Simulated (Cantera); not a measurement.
Input (Python, Cantera):

```python
import numpy as np
import cantera as ct

gas = ct.Solution("gri30.yaml", transport_model="mixture-averaged")
show = ['C2H2', 'N2', 'OH']

rows = []
print(f"{'T/K':>7s}{'rho':>11s}{'cp':>10s}{'mu':>11s}{'lambda':>11s}{'Pr':>7s}" + "".join(f"{'D_' + s:>11s}" for s in show))
for T in [400, 600, 800, 1000, 1200, 1400, 1600, 1800]:
    gas.TPX = T, 190000, {'O2': 0.61}
    Pr = gas.cp_mass * gas.viscosity / gas.thermal_conductivity
    D = [gas.mix_diff_coeffs_mole[gas.species_index(s)] for s in show]
    rows.append([gas.density, gas.cp_mass, gas.viscosity, gas.thermal_conductivity, Pr, *D])
    print(f"{T:7g}{gas.density:11.4e}{gas.cp_mass:10.1f}{gas.viscosity:11.4e}"
          f"{gas.thermal_conductivity:11.4e}{Pr:7.3f}" + "".join(f"{d:11.4e}" for d in D))
print("SI units: kg/m3, J/kg/K, Pa s, W/m/K, m2/s")
```

Output:

```
    T/K        rho        cp         mu     lambda     Pr     D_C2H2       D_N2       D_OH
    400 1.8280e+00     941.4 2.5629e-05 3.3852e-02  0.713 1.4935e-05 1.8417e-05 2.8401e-05
    600 1.2187e+00    1002.6 3.4077e-05 4.8204e-02  0.709 3.0440e-05 3.6851e-05 5.6629e-05
    800 9.1401e-01    1054.7 4.1353e-05 6.1440e-02  0.710 4.9842e-05 5.9827e-05 9.1797e-05
   1000 7.3121e-01    1090.2 4.7912e-05 7.3608e-02  0.710 7.2718e-05 8.6887e-05 1.3321e-04
   1200 6.0934e-01    1114.2 5.3973e-05 8.4942e-02  0.708 9.8784e-05 1.1772e-04 1.8040e-04
   1400 5.2229e-01    1134.2 5.9661e-05 9.5657e-02  0.707 1.2783e-04 1.5209e-04 2.3301e-04
   1600 4.5701e-01    1151.4 6.5055e-05 1.0592e-01  0.707 1.5971e-04 1.8981e-04 2.9076e-04
   1800 4.0623e-01    1166.8 7.0208e-05 1.1586e-01  0.707 1.9428e-04 2.3074e-04 3.5342e-04
SI units: kg/m3, J/kg/K, Pa s, W/m/K, m2/s
```

Computed with Cantera and GRI-Mech 3.0 (53 species, 325 reactions).
